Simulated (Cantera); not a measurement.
Thermodynamics of fluorocarbon and chlorocarbon gases, feed CF4 + H2 + HCl

Charge: 1 mol CF4, 0.087 mol H2, 0.013 mol HCl, equilibrated at 8.00e-5 bar.

Cantera equilibrium calculation (NASA polynomials, part measured and part estimated; ideal gas, pure solids and liquids). Candidate condensed phases: C, C6H6, C7H8, C8H18; 118 gas species. Gases not in the tables: C2F6 and larger saturated fluorocarbons. The numbers say what is thermodynamically allowed, not how fast it happens.

From 975 K to 2575 K the condensed part is C(graphite). From 2775 K to 3175 K nothing is condensed. The main C-bearing gas is CF4 at 975 K and C at 3175 K.

| T (K) | log p F | log p CF4 | log p CF2 | log p C | log p HF | log p C3 | log p CF | log p H | log p C2 | log p Cl | n C(graphite) |
|---|---|---|---|---|---|---|---|---|---|---|---|
| 975 | -12.68 | -4.18 | -11.73 | <-16 | -4.90 | <-16 | <-16 | <-16 | <-16 | -7.02 | 0.0448 |
| 1175 | -9.80 | -4.18 | -9.16 | <-16 | -4.89 | <-16 | -15.21 | -14.78 | <-16 | -6.15 | 0.0463 |
| 1375 | -7.75 | -4.18 | -7.34 | <-16 | -4.89 | <-16 | -12.07 | -13.05 | <-16 | -6.05 | 0.0464 |
| 1575 | -6.23 | -4.19 | -6.00 | -15.57 | -4.89 | <-16 | -9.73 | -11.77 | <-16 | -6.05 | 0.0414 |
| 1775 | -5.07 | -4.30 | -5.02 | -12.89 | -4.95 | -13.28 | -7.95 | -10.79 | -14.36 | -6.11 | 0.000629 |
| 1975 | -4.35 | -5.20 | -4.64 | -10.75 | -5.24 | -10.83 | -6.74 | -10.05 | -11.90 | -6.40 | 0.0323 |
| 2175 | -4.17 | -7.55 | -5.15 | -9.01 | -5.39 | -8.84 | -6.16 | -8.95 | -9.90 | -6.55 | 0.641 |
| 2375 | -4.14 | -10.00 | -5.82 | -7.56 | -5.42 | -7.19 | -5.80 | -7.81 | -8.24 | -6.58 | 0.836 |
| 2575 | -4.15 | -12.21 | -6.47 | -6.34 | -5.46 | -5.81 | -5.54 | -6.83 | -6.84 | -6.60 | 0.556 |
| 2775 | -4.18 | -14.44 | -7.32 | -5.56 | -5.60 | -5.43 | -5.60 | -6.07 | -6.17 | -6.63 | 0 |
| 2975 | -4.19 | <-16 | -8.25 | -5.10 | -5.97 | -5.73 | -5.85 | -5.68 | -6.02 | -6.66 | 0 |
| 3175 | -4.21 | <-16 | -9.25 | -4.88 | -6.54 | -6.54 | -6.26 | -5.58 | -6.25 | -6.69 | 0 |
log p: log10 of the partial pressure in bar; n: condensed amount in mol.
